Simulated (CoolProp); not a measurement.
Properties of water along the isotherm 1000 K.

Computed with CoolProp (reference Helmholtz-energy equation of state, Wagner 2002).

```
p (MPa)          phase  isothermal compressibility (1/MPa)  viscosity (µPa s)
-------  -------------  ----------------------------------  -----------------
0.174              gas                               5.750               37.6
0.31               gas                               3.228               37.6
0.552              gas                               1.814               37.6
0.981              gas                               1.022               37.7
1.74               gas                              0.5773               37.7
3.1                gas                              0.3252               37.8
5.52               gas                              0.1838               37.9
9.81               gas                              0.1046               38.1
17.4               gas                             0.06018               38.7
31       supercritical                             0.03493               39.9
55.2     supercritical                             0.02031               42.9
```

Viscosity comes from a separate model (Huber 2009).
